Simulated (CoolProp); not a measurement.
Values from CoolProp's reference Helmholtz-energy equation of state, Lemmon 2004. It is a short technical equation, of lower accuracy than the large ones.

**Question.** Give the vapour pressure (bar), vapour density (kg/m³), enthalpy of vaporisation (kJ/kg), vapour viscosity (µPa s) of saturated n-dodecane at 441, 455.8 K.

**Answer.** 
```json
[
 {"T (K)": "441", "p (bar)": "0.273", "vapour density (kg/m³)": "1.30", "enthalpy of vaporisation (kJ/kg)": "284", "vapour viscosity (µPa s)": "6.66"},
 {"T (K)": "455.8", "p (bar)": "0.423", "vapour density (kg/m³)": "1.98", "enthalpy of vaporisation (kJ/kg)": "276", "vapour viscosity (µPa s)": "6.89"}
]
```

Viscosity comes from a separate model (Huber 2004).
